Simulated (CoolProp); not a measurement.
Nitrous oxide at 459.18 K and 0.236 MPa is throttled through a valve to 0.0718 MPa with no heat exchange. Each further row changes one setting.

Model: reference Helmholtz-energy equation of state, Lemmon 2006, in CoolProp. It is a short technical equation, of lower accuracy than the large ones.

```json
[
 {"case": "as stated", "temperature change (K)": "___", "final density (kg/m³)": "___"},
 {"case": "outlet pressure 0.0215 MPa", "temperature change (K)": "___", "final density (kg/m³)": "___"},
 {"case": "outlet pressure 0.0933 MPa", "temperature change (K)": "___", "final density (kg/m³)": "___"}
]
```

### Question
Complete the blanks.

### Answer

- as stated, temperature change (K): -0.7
- as stated, final density (kg/m³): 0.830
- outlet pressure 0.0215 MPa, temperature change (K): -0.9
- outlet pressure 0.0215 MPa, final density (kg/m³): 0.248
- outlet pressure 0.0933 MPa, temperature change (K): -0.6
- outlet pressure 0.0933 MPa, final density (kg/m³): 1.08
